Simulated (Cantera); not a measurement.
**Premixed flame**

A freely propagating, adiabatic, planar premixed flame of 5.41 % CH₄, 5.19 % H₂, 18.6 % O₂, 70.8 % N₂, unburnt at 450 K and 1.30 bar; mixture-averaged transport, grid criteria slope 0.08 and curve 0.16, no radiation.

Model: GRI-Mech 3.0 (53 species, 325 reactions), integrated in Cantera. Burning velocities carry a grid error of a few per cent, more on coarse grids.

```
z (mm)   T (K)  u (m/s)     x CH₄      x H₂    x O₂   x H₂O₂      x OH    x HCN
-------  -----  -------  --------  --------  ------  -------  --------  -------
-0.976     450    0.651    0.0541    0.0508   0.186  1.73e-8     <1e-8    <1e-8
-0.651     452    0.652    0.0542    0.0483   0.187  2.69e-7     <1e-8    <1e-8
-0.488     459    0.661    0.0541    0.0451   0.187  1.45e-6     <1e-8    <1e-8
-0.325     507    0.726    0.0525    0.0385   0.185  1.02e-5   1.55e-7    <1e-8
-0.163     822     1.17    0.0393    0.0270   0.163  3.64e-5   3.27e-5  4.30e-8
-0.0813   1174     1.68    0.0228    0.0205   0.132  2.43e-5  0.000275  1.18e-7
0         1518     2.18   0.00594    0.0136  0.0944  2.37e-6   0.00195  2.44e-7
0.0813    1677     2.41  0.000494   0.00767  0.0719  9.35e-7   0.00484  2.06e-7
0.163     1744     2.50   2.53e-5   0.00518  0.0640  7.65e-7   0.00617  8.26e-8
0.325     1823     2.60   6.49e-8   0.00387  0.0591  5.36e-7   0.00657    <1e-8
0.651     1902     2.70     <1e-8   0.00257  0.0563  3.37e-7   0.00587    <1e-8
1.30      1958     2.77     <1e-8   0.00127  0.0549  2.01e-7   0.00438    <1e-8
2.60      1988     2.81     <1e-8  0.000521  0.0545  1.20e-7   0.00290    <1e-8
```
x: mole fraction of selected species; z is measured from the peak of heat release.

```json
{
  "laminar_burning_velocity": "65.1 cm/s",
  "thermal_thickness": "0.325 mm",
  "peak x(H₂O₂)": "3.66e-5",
  "peak x(OH)": "0.00659",
  "peak x(HCN)": "2.62e-7",
  "grid_points": "142"
}
```
